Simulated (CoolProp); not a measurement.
Vapour-liquid equilibrium of n-perfluorobutane (1) + R365MFC (2) at 0.259 bar; x and y are mole fractions of (1).

Model: multi-fluid Helmholtz-energy mixture model, Gao 2022 and Lemmon 2016; pair parameters Bell 2016, in CoolProp.

```tsv
x	bubble temperature (°C)	y at the bubble point	dew temperature at overall composition x (°C)	liquid density (mol/L)
0.05	-13.2	0.658	5.9	8.878
0.15	-25.5	0.846	3.7	8.775
0.25	-28.5	0.877	1.2	8.560
0.35	-29.2	0.885	-1.6	8.327
0.45	-29.3	___	-4.8	8.099
0.55	-29.4	0.887	___	7.885
0.65	-29.6	0.891	-12.8	7.689
0.75	-30.0	0.902	-18.3	7.510
0.85	-30.6	0.925	-25.9	7.349
0.95	___	0.967	-31.0	7.203
```

Task: Some entries are withheld; supply them.

Result: 
- 0.45, y at the bubble point: 0.886
- 0.55, dew temperature at overall composition x (°C): -8.4
- 0.95, bubble temperature (°C): -31.2

No azeotrope shows between x = 0.05 and 0.95.

Pair parameters are fitted to limited data, so mixtures are less certain than the pure fluids. With so large a gap from Raoult's law the liquid may split in two, which this calculation doesn't test in full.
